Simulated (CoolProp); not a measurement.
Model: reference Helmholtz-energy equation of state, de Vries 1995, in CoolProp.

Give the vapour pressure (bar), vapour density (kg/m³), liquid cp (kJ/(kg K)), vapour viscosity (µPa s) of saturated R124 at 261.4 K.


```tsv
T (K)	p (bar)	vapour density (kg/m³)	liquid cp (kJ/(kg K))	vapour viscosity (µPa s)
261.4	1.02	6.71	1.06	11.3
```

Viscosity comes from a separate model (Bell 2016), an estimate that may be off by 10 % or more.
